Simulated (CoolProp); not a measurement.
Vapour-liquid equilibrium of carbon dioxide (1) + C2F6 (R116) (2) at 233.5 K; x and y are mole fractions of (1).

Model: multi-fluid Helmholtz-energy mixture model, Span 1996 and Lemmon 2006; pair parameters Bell 2016, in CoolProp.

Task: Give the bubble pressure and the first vapour's composition at x = 0.05, 0.35, 0.65. Is there an azeotrope?

Result: x = 0.05: 622.4 kPa, y = 0.145; x = 0.35: 1002 kPa, y = 0.579; x = 0.65: 1139 kPa, y = 0.719. y crosses x between x = 0.725 and 0.8: the model has an azeotrope there.

The pair parameters rest on a limited set of measurements; away from them the model extrapolates.
